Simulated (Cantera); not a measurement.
# Ignition delay

Mixture: 13.6 % CO, 6.81 % H₂, 16.2 % O₂, 61.0 % N₂, 2.32 % H₂O, at 5.92 atm, adiabatic and at constant pressure. Ignition delay is the time to a rise of 400 K.

Cantera simulation using GRI-Mech 3.0 (53 species, 325 reactions); the numbers are that mechanism's predictions, not measurements. The hydrogen kinetics of GRI-Mech 3.0 are dated; newer H2 mechanisms differ, most at raised pressure. Where the delays flatten at high temperature, the 400 K rule measures the pace of heat release, not the induction time.

| T0 (K) | delay (ms) |
|---|---|
| 1300 | 0.0112 |
| 1400 | 0.00663 |
| 1500 | 0.00483 |
| 1600 | 0.00395 |
| 1700 | 0.00348 |
| 1800 | 0.00324 |
| 1900 | 0.00315 |
| 2000 | 0.00317 |
| 2100 | 0.00328 |
| 2200 | 0.00348 |
